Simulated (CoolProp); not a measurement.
Vapour-liquid equilibrium of octamethyltrisiloxane (MDM) (1) + octamethylcyclotetrasiloxane (D4) (2) at 382.4 K; x and y are mole fractions of (1).

The numbers come from the multi-fluid Helmholtz-energy mixture model, Thol 2017 and Thol 2015; pair parameters Bell 2016 in CoolProp.

```json
[
 {"x": "0.05", "bubble pressure (MPa)": "0.01350", "y at the bubble point": "0.109", "dew pressure at overall composition x (MPa)": "0.01302", "liquid density (mol/L)": "2.881"},
 {"x": "0.2", "bubble pressure (MPa)": "0.01589", "y at the bubble point": "0.357", "dew pressure at overall composition x (MPa)": "0.01430", "liquid density (mol/L)": "2.909"},
 {"x": "0.35", "bubble pressure (MPa)": "0.01811", "y at the bubble point": "0.536", "dew pressure at overall composition x (MPa)": "0.01581", "liquid density (mol/L)": "2.938"},
 {"x": "0.5", "bubble pressure (MPa)": "0.02028", "y at the bubble point": "0.678", "dew pressure at overall composition x (MPa)": "0.01762", "liquid density (mol/L)": "2.968"},
 {"x": "0.65", "bubble pressure (MPa)": "0.02246", "y at the bubble point": "0.795", "dew pressure at overall composition x (MPa)": "0.01982", "liquid density (mol/L)": "2.999"},
 {"x": "0.8", "bubble pressure (MPa)": "0.02468", "y at the bubble point": "0.893", "dew pressure at overall composition x (MPa)": "0.02257", "liquid density (mol/L)": "3.030"},
 {"x": "0.95", "bubble pressure (MPa)": "0.02695", "y at the bubble point": "0.976", "dew pressure at overall composition x (MPa)": "0.02619", "liquid density (mol/L)": "3.061"}
]
```

No azeotrope shows between x = 0.05 and 0.95.

The pair parameters rest on a limited set of measurements; away from them the model extrapolates.
